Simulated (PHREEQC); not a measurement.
Solution A (0.067 mol/kgw HF, 0.0006 mol/kgw (NH4)2SiF6, 0.033 mol/kgw H3BO3 and 0.0012 mol/kgw H2SO4) is mixed with solution B (0.0016 mol/kgw H3PO4, 0.0015 mol/kgw Na2SO4 and 0.14 mol/kgw NaCl) at 25 °C; shares are by mass of water, 1 kg in all. Oxygen alone is held at its pressure in air (log pO2 = -0.68). The system is closed to CO2. Solids allowed: SiO2(a), Halite. Others were left out.

All values are PHREEQC results (ion-association model, phreeqc.dat), not measurements.

```json
[
 {"share of solution B": "0", "pH": "1.79", "H2PO4- (mol/kgw)": "0", "SiF6-2 (mol/kgw)": "0.000503", "BF4- (mol/kgw)": "0.0146", "H3BO3 (mol/kgw)": "0.0167", "HSO4- (mol/kgw)": "0.000610", "H3PO4 (mol/kgw)": "0"},
 {"share of solution B": "0.1", "pH": "1.85", "H2PO4- (mol/kgw)": "5.77e-5", "SiF6-2 (mol/kgw)": "0.000460", "BF4- (mol/kgw)": "0.0130", "H3BO3 (mol/kgw)": "0.0151", "HSO4- (mol/kgw)": "0.000551", "H3PO4 (mol/kgw)": "0.000102"},
 {"share of solution B": "0.2", "pH": "1.90", "H2PO4- (mol/kgw)": "0.000127", "SiF6-2 (mol/kgw)": "0.000414", "BF4- (mol/kgw)": "0.0115", "H3BO3 (mol/kgw)": "0.0135", "HSO4- (mol/kgw)": "0.000497", "H3PO4 (mol/kgw)": "0.000193"},
 {"share of solution B": "0.3", "pH": "1.96", "H2PO4- (mol/kgw)": "0.000209", "SiF6-2 (mol/kgw)": "0.000367", "BF4- (mol/kgw)": "0.00990", "H3BO3 (mol/kgw)": "0.0119", "HSO4- (mol/kgw)": "0.000445", "H3PO4 (mol/kgw)": "0.000271"},
 {"share of solution B": "0.4", "pH": "2.03", "H2PO4- (mol/kgw)": "0.000305", "SiF6-2 (mol/kgw)": "0.000317", "BF4- (mol/kgw)": "0.00834", "H3BO3 (mol/kgw)": "0.0103", "HSO4- (mol/kgw)": "0.000392", "H3PO4 (mol/kgw)": "0.000335"},
 {"share of solution B": "0.5", "pH": "2.10", "H2PO4- (mol/kgw)": "0.000419", "SiF6-2 (mol/kgw)": "0.000266", "BF4- (mol/kgw)": "0.00680", "H3BO3 (mol/kgw)": "0.00865", "HSO4- (mol/kgw)": "0.000339", "H3PO4 (mol/kgw)": "0.000381"},
 {"share of solution B": "0.6", "pH": "2.19", "H2PO4- (mol/kgw)": "0.000554", "SiF6-2 (mol/kgw)": "0.000214", "BF4- (mol/kgw)": "0.00526", "H3BO3 (mol/kgw)": "0.00705", "HSO4- (mol/kgw)": "0.000284", "H3PO4 (mol/kgw)": "0.000406"},
 {"share of solution B": "0.7", "pH": "2.30", "H2PO4- (mol/kgw)": "0.000714", "SiF6-2 (mol/kgw)": "0.000161", "BF4- (mol/kgw)": "0.00375", "H3BO3 (mol/kgw)": "0.00545", "HSO4- (mol/kgw)": "0.000229", "H3PO4 (mol/kgw)": "0.000406"},
 {"share of solution B": "0.8", "pH": "2.43", "H2PO4- (mol/kgw)": "0.000904", "SiF6-2 (mol/kgw)": "0.000107", "BF4- (mol/kgw)": "0.00226", "H3BO3 (mol/kgw)": "0.00385", "HSO4- (mol/kgw)": "0.000174", "H3PO4 (mol/kgw)": "0.000376"},
 {"share of solution B": "0.9", "pH": "2.60", "H2PO4- (mol/kgw)": "0.00113", "SiF6-2 (mol/kgw)": "5.01e-5", "BF4- (mol/kgw)": "0.000833", "H3BO3 (mol/kgw)": "0.00222", "HSO4- (mol/kgw)": "0.000120", "H3PO4 (mol/kgw)": "0.000312"},
 {"share of solution B": "1", "pH": "2.95", "H2PO4- (mol/kgw)": "0.00143", "SiF6-2 (mol/kgw)": "0", "BF4- (mol/kgw)": "0", "H3BO3 (mol/kgw)": "0", "HSO4- (mol/kgw)": "5.46e-5", "H3PO4 (mol/kgw)": "0.000173"}
]
```

Species that the database lacks are ignored. SiF6-2 is the database's only silicon fluoride. Real BF4- forms and hydrolyses slowly; the run takes it at equilibrium.
